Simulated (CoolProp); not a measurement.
Saturation properties of C2F6 (R116) (Tc = 19.9 °C, pc = 3.048 MPa, ω = 0.257).

The numbers come from the reference Helmholtz-energy equation of state, Lemmon 2006 in CoolProp. It is a short technical equation, of lower accuracy than the large ones.

```json
[
 {"T (°C)": "-76.55", "p (MPa)": "0.1100", "enthalpy of vaporisation (kJ/kg)": "116.3", "liquid cp (kJ/(kg K))": "0.9457", "vapour Z": "0.9522"},
 {"T (°C)": "-73.05", "p (MPa)": "0.1318", "enthalpy of vaporisation (kJ/kg)": "114.8", "liquid cp (kJ/(kg K))": "…", "vapour Z": "0.9457"},
 {"T (°C)": "-69.45", "p (MPa)": "0.1576", "enthalpy of vaporisation (kJ/kg)": "113.1", "liquid cp (kJ/(kg K))": "0.9645", "vapour Z": "0.9384"},
 {"T (°C)": "-65.95", "p (MPa)": "0.1863", "enthalpy of vaporisation (kJ/kg)": "111.5", "liquid cp (kJ/(kg K))": "0.9743", "vapour Z": "0.9307"},
 {"T (°C)": "-62.35", "p (MPa)": "0.2197", "enthalpy of vaporisation (kJ/kg)": "109.8", "liquid cp (kJ/(kg K))": "0.9849", "vapour Z": "0.9222"},
 {"T (°C)": "-58.85", "p (MPa)": "0.2565", "enthalpy of vaporisation (kJ/kg)": "108.0", "liquid cp (kJ/(kg K))": "0.9957", "vapour Z": "0.9132"},
 {"T (°C)": "-55.35", "p (MPa)": "0.2977", "enthalpy of vaporisation (kJ/kg)": "106.2", "liquid cp (kJ/(kg K))": "1.007", "vapour Z": "0.9037"},
 {"T (°C)": "-51.75", "p (MPa)": "…", "enthalpy of vaporisation (kJ/kg)": "104.3", "liquid cp (kJ/(kg K))": "1.019", "vapour Z": "0.8931"},
 {"T (°C)": "-48.25", "p (MPa)": "0.3966", "enthalpy of vaporisation (kJ/kg)": "102.4", "liquid cp (kJ/(kg K))": "1.032", "vapour Z": "0.8822"},
 {"T (°C)": "-44.65", "p (MPa)": "0.4552", "enthalpy of vaporisation (kJ/kg)": "100.3", "liquid cp (kJ/(kg K))": "1.046", "vapour Z": "0.8702"},
 {"T (°C)": "-41.15", "p (MPa)": "0.5182", "enthalpy of vaporisation (kJ/kg)": "98.27", "liquid cp (kJ/(kg K))": "1.060", "vapour Z": "0.8578"},
 {"T (°C)": "-37.55", "p (MPa)": "0.5896", "enthalpy of vaporisation (kJ/kg)": "96.04", "liquid cp (kJ/(kg K))": "1.076", "vapour Z": "0.8441"},
 {"T (°C)": "-34.05", "p (MPa)": "0.6658", "enthalpy of vaporisation (kJ/kg)": "93.77", "liquid cp (kJ/(kg K))": "1.093", "vapour Z": "…"},
 {"T (°C)": "-30.45", "p (MPa)": "0.7515", "enthalpy of vaporisation (kJ/kg)": "91.33", "liquid cp (kJ/(kg K))": "1.112", "vapour Z": "0.8146"},
 {"T (°C)": "-26.95", "p (MPa)": "0.8425", "enthalpy of vaporisation (kJ/kg)": "88.84", "liquid cp (kJ/(kg K))": "1.133", "vapour Z": "0.7987"}
]
```

Problem. Fill in the missing entries.

Solution. 
- -73.05, liquid cp (kJ/(kg K)): 0.9548
- -51.75, p (MPa): 0.3452
- -34.05, vapour Z: 0.8301

It boils at -78.1 °C under 1 atm.
